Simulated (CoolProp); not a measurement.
Properties of ethanol along the isobar 2780 kPa.

Computed with CoolProp (reference Helmholtz-energy equation of state, Schroeder 2014).

```
T (°C)    phase        Z  speed of sound (m/s)  expansivity (1/kK)  conductivity (mW/(m K))  Prandtl number  fugacity coefficient
-------  ------  -------  --------------------  ------------------  -----------------------  --------------  --------------------
-103.25  liquid   0.1008                  1662               1.104                      214             519              2.911e-9
-90.25   liquid  0.09500                  1609               1.052                      205             280              3.138e-8
-77.25   liquid  0.08990                  1558               1.029                      198             169              2.414e-7
-64.25   liquid  0.08543                  1504               1.018                      192             110              1.413e-6
-51.35   liquid  0.08152                  1449               1.012                      186            76.0              6.545e-6
-38.35   liquid  0.07803                  1394               1.011                      181            54.5              2.548e-5
-25.35   liquid  0.07492                  1341               1.014                      177            40.4              8.489e-5
-12.35   liquid  0.07213                  1291               1.021                      173            30.9             0.0002477
0.55     liquid  0.06965                  1243               1.033                      170            24.2             0.0006409
13.55    liquid  0.06739                  1198               1.052                      167            19.4              0.001515
26.55    liquid  0.06537                  1155               1.079                      165            15.9              0.003290
39.45    liquid  0.06356                  1113               1.115                      162            13.2              0.006595
52.45    liquid  0.06194                  1072               1.164                      160            11.2               0.01245
65.45    liquid  0.06049                  1031               1.228                      158            9.67               0.02215
```

Viscosity comes from a separate model (Kiselev 2005). Thermal conductivity comes from a separate model (Assael 2013).
